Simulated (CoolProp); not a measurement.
Computed with CoolProp (reference Helmholtz-energy equation of state, Rui 2013).

**Question.** For R236EA, give the phase and the density (kg/m³), cv (kJ/(kg K)), isothermal compressibility (1/MPa), expansivity (1/kK) at 4.75 °C and 26.3 bar.

**Answer.** 
- 4.75 °C and 26.3 bar: liquid; density 1500, cv 0.875, isothermal compressibility 0.00199, expansivity 1.94
